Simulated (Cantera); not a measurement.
Mixture: C3H8 : O2 : N2 = 1 : 7.14 : 25 (molar parts), equivalence ratio 0.70, at 4950 Torr, adiabatic and at constant pressure. Ignition delay is the time to a rise of 400 K.

Cantera simulation using GRI-Mech 3.0 (53 species, 325 reactions); the numbers are that mechanism's predictions, not measurements. GRI-Mech 3.0 was tuned for natural gas; its chemistry of propane as a main component is partial and can be far from experiment.

Task: Predict: delay at 1125 K; delay at 1200 K; delay at 1275 K; delay at 1350 K; delay at 1425 K; apparent activation energy between 1275 and 1425 K.

Result: 
* **delay at 1125 K**: 8.38 ms
* **delay at 1200 K**: 2.04 ms
* **delay at 1275 K**: 0.537 ms
* **delay at 1350 K**: 0.162 ms
* **delay at 1425 K**: 57.7 µs
* **apparent activation energy between 1275 and 1425 K**: 220 kJ/mol
